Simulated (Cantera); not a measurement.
Feed: 1 mol Si₂H₆, 0.8 mol O₂, 10 mol N₂, 1.8 mol CO₂, equilibrated at 0.130 bar.

These are equilibrium values from Cantera (NASA tables, ideal gas, pure condensed phases), not measurements of a reactor. Candidate condensed phases: C, C₆H₆, C₇H₈, C₈H₁₈, H₂O, Si, SiC, SiO₂, Si₂N₂O, Si₃N₄; 151 gas species. The feed counts by its element totals alone. N₂ is the only nitrogen source here; it is nearly inert below about 1500 K, so the nitride shown seldom forms there in practice. Mutual solubility and eutectic melting of coexisting phases are not modelled. The tables hold silica as quartz up to 1696 K and as liquid above; real silica turns to tridymite and cristobalite and melts near 1996 K. Equilibrium is a limit: real reactors are often held back by kinetics, nucleation or transport.

x: gas mole fraction; n: condensed amount in mol.

```csv
T (K),x N₂,x H₂,x CO,x SiO,x H₂O,x H,n C(graphite),n SiO₂(β-quartz),n Si₂N₂O(s),n SiO₂(condensed),n SiO₂(l)
1250,0.697,0.210,0.0928,1.18e-8,___,6.14e-7,0.473,1.92,0.0422,0,0
1325,0.671,0.205,0.123,1.87e-7,___,2.06e-6,0,1.60,0.200,0,0
1400,0.671,0.205,0.123,2.17e-6,___,6.11e-6,0,1.60,0.200,0,0
1475,0.671,0.205,0.123,1.95e-5,___,1.63e-5,0,1.60,0.200,0,0
1550,0.671,0.205,0.123,0.000141,___,3.96e-5,0,1.60,0.200,0,0
1625,0.671,0.205,0.123,0.000844,___,8.86e-5,0,1.60,0.196,0,0
1700,0.669,0.204,0.123,0.00430,0.000101,0.000185,0,0,0.179,1.58,0
1775,0.660,0.200,0.120,0.0189,0.000109,0.000359,0,0,0.106,1.50,0
1850,0.649,0.194,0.117,0.0392,___,0.000658,0,0,0,1.40,0
1925,0.648,0.193,0.117,0.0398,___,0.00117,0,0,0,1.39,0
2000,0.647,0.191,0.116,0.0417,___,0.00197,0,0,0,0,1.36
```

**Question.** Some entries are withheld; supply them.

**Answer.** 
- 1250, x H₂O: 3.81e-5
- 1325, x H₂O: 4.59e-5
- 1400, x H₂O: 5.59e-5
- 1475, x H₂O: 6.65e-5
- 1550, x H₂O: 7.77e-5
- 1625, x H₂O: 8.94e-5
- 1850, x H₂O: 0.000216
- 1925, x H₂O: 0.000794
- 2000, x H₂O: 0.00253
